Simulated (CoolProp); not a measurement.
R365MFC along the isotherm 189.75 °C: Z from the reference equation and from simpler models built on Tc = 186.9 °C, pc = 3.266 MPa, ω = 0.377; each cubic takes its own stable root.

Computed with CoolProp (reference Helmholtz-energy equation of state, Lemmon 2016).

```csv
p (MPa),phase,reference,Pitzer virial,van der Waals,Redlich-Kwong,Soave-Redlich-Kwong
0.136,gas,0.9850,0.9857,0.9877,0.9859,0.9860
0.272,gas,0.9698,0.9714,0.9751,0.9716,0.9718
0.408,gas,0.9543,0.9571,0.9623,0.9571,0.9572
0.544,gas,0.9386,0.9428,0.9492,0.9422,0.9425
0.68,gas,0.9225,0.9285,0.9357,0.9270,0.9274
0.817,gas,0.9061,0.9141,0.9218,0.9114,0.9118
0.953,gas,0.8894,0.8998,0.9077,0.8955,0.8960
1.09,gas,0.8722,0.8854,0.8930,0.8791,0.8797
1.22,gas,0.8556,0.8717,0.8787,0.8631,0.8639
1.36,gas,0.8372,0.8570,0.8627,0.8455,0.8463
1.5,gas,0.8183,0.8423,0.8462,0.8272,0.8282
1.63,gas,0.8003,0.8286,0.8303,0.8098,0.8108
```
